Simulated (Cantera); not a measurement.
Input: 1 mol CaCO3, 0.058 mol CO2, 0.18 mol O2, held at 1.00 bar.

These are equilibrium values from Cantera (NASA tables, ideal gas, pure condensed phases), not measurements of a reactor. Candidate condensed phases: C, Ca, CaCO3, CaO; 15 gas species. The numbers say what is thermodynamically allowed, not how fast it happens. All values below are at 1875 K.

Base state: CO2 0.853, O2 0.146, CO 0.000969, O 9.18e-5 (mole fractions); condensed: CaO(s).

Question: What changes in the equilibrium state with this change: pressure from 1.00 bar to 0.100 bar?

Answer: 
```csv
species,before,after
CO2,0.853,0.850
O2,0.146,0.147
CO,0.000969,0.00304
O,9.18e-5,0.000291
"CaO(s), mol",1.00,1.00
```
